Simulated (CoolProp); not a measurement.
The numbers come from the reference Helmholtz-energy equation of state, Gao 2022 in CoolProp.

Give the vapour pressure (kPa), liquid density (kg/m³), enthalpy of vaporisation (kJ/kg), vapour Z of saturated n-perfluoropentane at 346.5, 365.7 K.


```csv
T (K),p (kPa),liquid density (kg/m³),enthalpy of vaporisation (kJ/kg),vapour Z
346.5,400,1430,75.5,0.847
365.7,648,1340,67.1,0.780
```
